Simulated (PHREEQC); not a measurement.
Make-up at 25 °C: 1.17 mmol/kgw KH2PO4. Closed to the air; pH follows from the charge balance.

Computed with PHREEQC (ion-association model, wateq4f.dat).

Precipitation was switched off in this run.

**Question.** Predict the pH.

**Answer.** pH 5.09.

Complexes and solids missing from the database can't appear. H3PO4, which wateq4f.dat lacks, is added to it with the constant of phreeqc.dat.
